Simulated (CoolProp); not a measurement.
Saturation properties of ethanol (Tc = 514.7 K, pc = 62.68 bar, ω = 0.644).

The numbers come from the reference Helmholtz-energy equation of state, Schroeder 2014 in CoolProp.

```csv
T (K),p (bar),vapour density (kg/m³),liquid cp (kJ/(kg K)),liquid viscosity (µPa s),liquid conductivity (mW/(m K))
335.8,0.5256,0.8857,2.770,560,157
345,0.7774,1.283,2.863,486,155
354.1,1.119,1.813,2.958,424,154
363.2,1.576,2.513,3.059,372,153
372.4,2.185,3.435,3.165,328,151
381.5,2.963,4.606,3.276,290,150
390.6,3.953,6.087,3.391,257,148
399.8,5.206,7.964,3.514,229,147
408.9,6.738,10.27,3.637,204,145
```

It boils at 351.6 K under 1 atm.

Viscosity comes from a separate model (Kiselev 2005). Thermal conductivity comes from a separate model (Assael 2013).
